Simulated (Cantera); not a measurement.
Feed: 1 mol Si, 0.073 mol O₂, 42 mol H₂, at 101000 Pa.

Cantera equilibrium calculation (NASA polynomials, part measured and part estimated; ideal gas, pure solids and liquids). Candidate condensed phases: H₂O, Si, SiO₂; 18 gas species. Mutual solubility and eutectic melting of coexisting phases are not modelled. The tables hold silica as quartz up to 1696 K and as liquid above; real silica turns to tridymite and cristobalite and melts near 1996 K. Gases not in the tables: Si₂H₆ and higher silanes. Equilibrium is a limit: real reactors are often held back by kinetics, nucleation or transport.

**Question.** Which condensed phases are stable at each of these points (T (K)): 1423, 1523, 1623, 1723, 1823, 1923, 2023, 2123, 2223?

**Answer.** 
```tsv
T (K)	condensed phases	Si condensed (%)
1423	Si(s) + SiO₂(β-quartz)	99.5
1523	Si(s) + SiO₂(β-quartz)	96.7
1623	Si(s)	85.4
1723	Si(l)	85.3
1823	Si(l)	85.2
1923	Si(l)	85.0
2023	Si(l)	84.5
2123	Si(l)	83.4
2223	Si(l)	81.2
```

From 1423 K to 1523 K the condensed part is Si(s) + SiO₂(β-quartz). At 1623 K the condensed part is Si(s). From 1723 K to 2223 K the condensed part is Si(l).
